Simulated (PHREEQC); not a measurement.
Make-up at 20 °C: 0.25 mol/kgw CuSO4 and 0.00027 mol/kgw H3BO3. Closed to the air; pH follows from the charge balance.

Equilibrium calculation in PHREEQC: ion-association model, phreeqc.dat.

The pH comes out as 4.46. The ionic strength is 0.469 mol/kgw, the activity of water is 0.994 and the specific conductance is 14600 µS/cm. The density is 1.037 g/cm³.

| species | molality | activity | log γ |
|---|---|---|---|
| CuSO4 | 0.133 | 0.148 | 0.047 |
| Cu+2 | 0.117 | 0.0301 | -0.590 |
| SO4-2 | 0.117 | 0.0249 | -0.671 |
| H3BO3 | 0.000270 | 0.000301 | 0.047 |
| HSO4- | 0.000103 | 7.58e-5 | -0.134 |
| Cu2(OH)2+2 | 6.73e-5 | 1.95e-5 | -0.538 |

This is a speciation only: nothing precipitates in the calculation. Complexes and solids missing from the database can't appear.
